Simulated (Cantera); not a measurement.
A closed system holds: 1 mol (CH3)2SiCl2, 2.3 mol H2, held at 0.825 Torr.

Method: chemical equilibrium by Gibbs-energy minimisation in Cantera with the NASA 1993 tables (ideal gas, pure condensed phases). Candidate condensed phases: C, C6H6, C7H8, C8H18, Si, SiC; 109 gas species. The feed counts by its element totals alone. The tables' values for SiCl, SiCl3 are old estimates; treat these amounts as uncertain. Kinetics and transport are ignored.

log p: log10 of the partial pressure in bar; n: condensed amount in mol.

| T (K) | log p H2 | log p HCl | log p H | log p SiCl2 | log p Cl | log p Si | log p SiCl | n C(graphite) | n SiC(s) |
|---|---|---|---|---|---|---|---|---|---|
| 1700 | -3.12 | -3.48 | -5.39 | -5.11 | -5.86 | -8.00 | -7.71 | 1.04 | 0.955 |
| 1725 | -3.12 | -3.48 | -5.29 | -5.08 | -5.76 | -7.77 | -7.55 | 1.05 | 0.951 |
| 1750 | -3.12 | -3.48 | … | -5.05 | … | … | -7.40 | 1.05 | 0.948 |
| 1775 | -3.12 | -3.49 | -5.10 | -5.02 | -5.58 | -7.33 | -7.25 | 1.06 | 0.944 |
| 1800 | -3.12 | -3.49 | -5.01 | -4.99 | -5.49 | -7.12 | -7.11 | 1.06 | 0.939 |
| 1825 | -3.12 | -3.49 | … | -4.96 | … | … | -6.97 | 1.06 | 0.935 |
| 1850 | -3.12 | -3.50 | -4.83 | -4.93 | -5.32 | -6.71 | -6.84 | 1.07 | 0.930 |
| 1875 | -3.13 | -3.50 | -4.75 | -4.91 | -5.24 | -6.52 | -6.71 | 1.07 | 0.925 |
| 1900 | -3.13 | -3.51 | -4.66 | -4.88 | -5.17 | -6.33 | -6.58 | 1.08 | 0.920 |
| 1925 | -3.13 | -3.51 | -4.58 | -4.86 | -5.09 | -6.15 | -6.46 | 1.08 | 0.913 |

Q: Complete the blanks.

A: 
- 1825, log p H: -4.92
- 1825, log p Cl: -5.41
- 1825, log p Si: -6.91
- 1750, log p H: -5.19
- 1750, log p Cl: -5.67
- 1750, log p Si: -7.54
